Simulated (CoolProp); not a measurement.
CH2F2 (R32) at 228.01 K and 0.092 MPa is throttled through a valve to 0.00219 MPa with no heat exchange. Each further row changes one setting.

Values from CoolProp's reference Helmholtz-energy equation of state, Tillner-Roth 1997.

```json
[
 {"case": "as stated", "temperature change (K)": "-6.9", "final density (kg/m³)": "?"},
 {"case": "outlet pressure 0.000657 MPa", "temperature change (K)": "?", "final density (kg/m³)": "?"},
 {"case": "outlet pressure 0.00285 MPa", "temperature change (K)": "-6.9", "final density (kg/m³)": "?"}
]
```

Problem. Complete the blanks.

Solution. 
- as stated, final density (kg/m³): 0.0620
- outlet pressure 0.000657 MPa, temperature change (K): -7.0
- outlet pressure 0.000657 MPa, final density (kg/m³): 0.0186
- outlet pressure 0.00285 MPa, final density (kg/m³): 0.0807
